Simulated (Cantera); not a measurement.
**Premixed flame**

A freely propagating, adiabatic, planar premixed flame of 40.6 % H2, 13.5 % O2, 45.9 % N2, unburnt at 425 K and 750 Torr; mixture-averaged transport, grid criteria slope 0.08 and curve 0.16, no radiation.

Model: the H2/O2 subset of GRI-Mech 3.0, which has no nitrogen chemistry, integrated in Cantera. Burning velocities carry a grid error of a few per cent, more on coarse grids.

```json
[
 {"z (mm)": "-1.16", "T (K)": "425", "u (m/s)": "5.61", "x H2": "0.406", "x O2": "0.135", "x H": "<1e-8", "x OH": "<1e-8", "x H2O2": "<1e-8", "x H2O": "<1e-8"},
 {"z (mm)": "-0.770", "T (K)": "425", "u (m/s)": "5.61", "x H2": "0.406", "x O2": "0.135", "x H": "<1e-8", "x OH": "<1e-8", "x H2O2": "<1e-8", "x H2O": "<1e-8"},
 {"z (mm)": "-0.578", "T (K)": "425", "u (m/s)": "5.61", "x H2": "0.406", "x O2": "0.135", "x H": "<1e-8", "x OH": "<1e-8", "x H2O2": "<1e-8", "x H2O": "<1e-8"},
 {"z (mm)": "-0.385", "T (K)": "425", "u (m/s)": "5.61", "x H2": "0.406", "x O2": "0.135", "x H": "<1e-8", "x OH": "<1e-8", "x H2O2": "<1e-8", "x H2O": "5.95e-8"},
 {"z (mm)": "-0.193", "T (K)": "438", "u (m/s)": "5.75", "x H2": "0.403", "x O2": "0.136", "x H": "2.14e-5", "x OH": "1.85e-5", "x H2O2": "4.39e-6", "x H2O": "0.000254"},
 {"z (mm)": "-0.0963", "T (K)": "709", "u (m/s)": "9.06", "x H2": "0.367", "x O2": "0.130", "x H": "0.00610", "x OH": "0.00110", "x H2O2": "5.46e-5", "x H2O": "0.0205"},
 {"z (mm)": "0", "T (K)": "1190", "u (m/s)": "14.7", "x H2": "0.260", "x O2": "0.0919", "x H": "0.0446", "x OH": "0.00276", "x H2O2": "5.21e-6", "x H2O": "0.108"},
 {"z (mm)": "0.0963", "T (K)": "1513", "u (m/s)": "18.4", "x H2": "0.157", "x O2": "0.0307", "x H": "0.0817", "x OH": "0.00704", "x H2O2": "2.20e-6", "x H2O": "0.221"},
 {"z (mm)": "0.193", "T (K)": "1659", "u (m/s)": "20.1", "x H2": "0.128", "x O2": "0.0102", "x H": "0.0866", "x OH": "0.00917", "x H2O2": "1.39e-6", "x H2O": "0.260"},
 {"z (mm)": "0.385", "T (K)": "1799", "u (m/s)": "21.6", "x H2": "0.127", "x O2": "0.00487", "x H": "0.0753", "x OH": "0.0107", "x H2O2": "7.95e-7", "x H2O": "0.273"},
 {"z (mm)": "0.770", "T (K)": "1943", "u (m/s)": "23.1", "x H2": "0.133", "x O2": "0.00339", "x H": "0.0594", "x OH": "0.0111", "x H2O2": "4.24e-7", "x H2O": "0.279"},
 {"z (mm)": "1.54", "T (K)": "2083", "u (m/s)": "24.5", "x H2": "0.139", "x O2": "0.00212", "x H": "0.0439", "x OH": "0.0105", "x H2O2": "2.24e-7", "x H2O": "0.287"},
 {"z (mm)": "3.08", "T (K)": "2205", "u (m/s)": "25.7", "x H2": "0.144", "x O2": "0.00114", "x H": "0.0304", "x OH": "0.00876", "x H2O2": "1.25e-7", "x H2O": "0.295"}
]
```
x: mole fraction of selected species; z is measured from the peak of heat release.

```json
{
 "laminar_burning_velocity": "561 cm/s",
 "thermal_thickness": "0.385 mm",
 "peak x(H)": "0.0872",
 "peak x(OH)": "0.0111",
 "peak x(H2O2)": "5.75e-5",
 "grid_points": "117"
}
```
